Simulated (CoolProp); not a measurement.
Saturation properties of octamethyltrisiloxane (MDM) (Tc = 565.4 K, pc = 1.438 MPa, ω = 0.528).

Model: reference Helmholtz-energy equation of state, Thol 2017, in CoolProp.

```csv
T (K),p (MPa),liquid cp (kJ/(kg K)),vapour Z,surface tension (mN/m)
398,0.04612,2.036,0.9579,8.32
401.9,0.05197,2.047,0.9541,8.04
405.8,0.05839,2.057,0.9500,7.76
409.7,0.06543,2.068,0.9457,7.48
413.6,0.07311,2.079,0.9412,7.20
417.5,0.08148,2.089,0.9364,6.93
421.3,0.09034,2.100,0.9315,6.67
425.2,0.1002,2.111,0.9262,6.41
429.1,0.1109,2.122,0.9207,6.14
433,0.1224,2.133,0.9148,5.89
436.9,0.1348,2.144,0.9087,5.63
440.8,0.1482,2.156,0.9023,5.38
444.7,0.1625,2.168,0.8956,5.13
```

It boils at 425.6 K under 1 atm.

Surface tension comes from a separate correlation (Mulero 2014), older than this fluid's equation and unchecked against measurements.
